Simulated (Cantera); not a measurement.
A perfectly stirred reactor is fed with CH₄ : C₂H₆ : O₂ : N₂ : H₂ = 1 : 0.23 : 1.75 : 6.59 : 0.028 (molar parts), at 0.296 atm; it is adiabatic with a 748 K inlet, and is followed from long to short residence time, starting on the burning branch (τ in s: 0.36, 0.15, 0.063, 0.026, 0.011, 0.0046, 0.0019, 0.00079, 0.00033, 0.00014, 5.7e-05, 2.4e-05, 9.8e-06).

Model: GRI-Mech 3.0 (53 species, 325 reactions), integrated in Cantera.

Q: Predict: blow-out, bracketed by the residence times tried; x(CH₄) at τ = 0.360 s; x(C₂H₆) at τ = 0.360 s; x(O₂) at τ = 0.360 s; x(N₂O) at τ = 0.360 s; x(HCN) at τ = 0.360 s; x(CH₄) at τ = 1.90 ms; x(C₂H₆) at τ = 1.90 ms; x(O₂) at τ = 1.90 ms; x(N₂O) at τ = 1.90 ms; x(HCN) at τ = 1.90 ms.

A: 
* **blow-out, bracketed by the residence times tried**: burning at 0.330 ms, out at 0.140 ms
* **x(CH₄) at τ = 0.360 s**: 2.13e-5
* **x(C₂H₆) at τ = 0.360 s**: 8.70e-8
* **x(O₂) at τ = 0.360 s**: 4.11e-5
* **x(N₂O) at τ = 0.360 s**: 7.20e-9
* **x(HCN) at τ = 0.360 s**: 9.94e-6
* **x(CH₄) at τ = 1.90 ms**: 0.000930
* **x(C₂H₆) at τ = 1.90 ms**: 1.45e-5
* **x(O₂) at τ = 1.90 ms**: 0.00249
* **x(N₂O) at τ = 1.90 ms**: 9.53e-8
* **x(HCN) at τ = 1.90 ms**: 0.000400
